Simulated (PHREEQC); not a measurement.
Consider water at 20 °C with 0.017 mol Cu(BF4)2 and 0.00025 mol HBF4 per kg of water. It is in equilibrium with CO2 at log p = -3.4 (atm). Otherwise closed; pH follows from the charge balance.

The numbers come from PHREEQC with the ion-association model, phreeqc.dat.

This is a speciation only: nothing precipitates in the calculation.

Task: What pH does the model give?

Result: pH 2.77.

Task: In which forms is F present?

Result: BF4- 89 %, BF3OH- 4.5 %, HF 3.6 %, F- 1.9 %, BF2(OH)2- 0.7 % of the F.

Species that the database lacks are ignored. Real BF4- forms and hydrolyses slowly; the run takes it at equilibrium.
